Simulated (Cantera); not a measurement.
Cantera run:

```python
import numpy as np
import cantera as ct

gas_names = """
    CL CL2 H HCL H2 Si SiCL SiCL2 SiCL3 SiCL4 SiH SiHCL3 SiH2 SiH2CL2 SiH3 SiH3CL SiH4 Si2 Si3
""".split()
cond_names = """
    Si(cr) Si(L)
""".split()


def load(file, names, dense=False):
    # The tables refer to 1 bar. Condensed volumes are neglected.
    table = {s.name: s for s in ct.Species.list_from_file(file)}
    out = []
    for n in names:
        d = dict(table[n].input_data)
        d["thermo"] = dict(d["thermo"], **{"reference-pressure": 1e5})
        if dense:
            d["equation-of-state"] = {"model": "constant-volume", "density": "1e6 g/cm^3"}
        out.append(ct.Species.from_dict(d))
    return out


gas = ct.Solution(thermo="ideal-gas", species=load("nasa_gas.yaml", gas_names))
cond = {s.name: ct.Solution(thermo="fixed-stoichiometry", species=[s], name=s.name)
        for s in load("nasa_condensed.yaml", cond_names, dense=True)}
atoms = {
    'SiH2Cl2': {'Si': 1, 'H': 2, 'CL': 2},
    'Cl2': {'CL': 2},
    'H2': {'H': 2},
}
top_T = {}  # K; cautious upper limits of use, not melting points


def equilibrate(T, P, feed):
    n = {}
    for name, mol in feed.items():
        for a, k in atoms[name].items():
            n[a] = n.get(a, 0.0) + k * mol
    gas.TPX = T, P, n
    mass = sum(n.values()) * gas.mean_molecular_weight
    gas.equilibrate("TP")
    valid = [c for c in cond.values() if c.min_temp <= T <= top_T.get(c.name, c.max_temp)]
    mix = ct.Mixture([(gas, mass / gas.mean_molecular_weight)] + [(c, 0.0) for c in valid])
    mix.T, mix.P = T, P
    mix.equilibrate("TP", solver="vcs", rtol=1e-11, max_steps=5000)
    return mix


results = []
feed = {'SiH2Cl2': 1, 'Cl2': 0.038, 'H2': 9.4}  # mol
P = 133.322  # Pa
for T in [1075, 1125, 1175, 1225, 1275, 1325, 1375, 1425, 1475]:
    mix = equilibrate(T, P, feed)
    results.append((T, P, feed, dict(zip(mix.species_names, mix.species_moles))))

top = {s: max(r[3][s] / sum(r[3][g] for g in gas_names) for r in results) for s in gas_names}
cols = sorted((s for s in top if top[s] > 1e-06), key=lambda s: -top[s])[:7]
seen = [c for c in cond_names if any(r[3].get(c, 0) > 1e-12 for r in results)]
print("log10 of partial pressures in bar; condensed amounts in mol")
print(f"{'T/K':>10s}" + "".join(f"{s[:9]:>10s}" for s in cols + seen))
for T, P, feed, n in results:
    ng = sum(n[g] for g in gas_names)
    print(f"{T:10.4g}" + "".join(f"{np.log10(max(n[s] / ng * P / 1e5, 1e-99)):10.3f}" for s in cols)
          + "".join(f"{n.get(c, 0):10.4g}" for c in seen))
```

It prints:

```
log10 of partial pressures in bar; condensed amounts in mol
       T/K        H2       HCL     SiCL2     SiCL4     SiCL3    SiHCL3         H    Si(cr)
      1075    -2.924    -4.025    -4.836    -4.610    -5.323    -5.415    -9.295    0.5992
      1125    -2.932    -3.936    -4.614    -4.843    -5.274    -5.599    -8.818    0.6064
      1175    -2.937    -3.883    -4.471    -5.175    -5.318    -5.856    -8.380    0.6023
      1225    -2.940    -3.860    -4.392    -5.582    -5.436    -6.168    -7.976    0.5934
      1275    -2.942    -3.852    -4.350    -6.017    -5.590    -6.500    -7.603    0.5841
      1325    -2.942    -3.852    -4.325    -6.447    -5.754    -6.828    -7.257    0.5752
      1375    -2.942    -3.855    -4.309    -6.858    -5.915    -7.140    -6.936    0.5669
      1425    -2.942    -3.859    -4.297    -7.245    -6.068    -7.434    -6.637    0.5591
      1475    -2.942    -3.864    -4.288    -7.607    -6.213    -7.709    -6.358    0.5519
```

Cantera equilibrium calculation (NASA polynomials, part measured and part estimated; ideal gas, pure solids and liquids). The tables' values for SiCl3, SiCl are old estimates; treat these amounts as uncertain.
